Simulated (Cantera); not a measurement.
Charge: 1 mol MgCO3, 0.57 mol O2, held at 0.000200 bar.

Method: chemical equilibrium by Gibbs-energy minimisation in Cantera with the NASA 1993 tables (ideal gas, pure condensed phases). Candidate condensed phases: C, Mg, MgCO3, MgO; 15 gas species. The numbers say what is thermodynamically allowed, not how fast it happens.

Question: At 1402 °C, list the 4 most abundant gas species with their mole fractions, and the condensed phases.

Answer: CO2 0.631, O2 0.363, CO 0.00379, O 0.00146. Condensed: MgO(s).
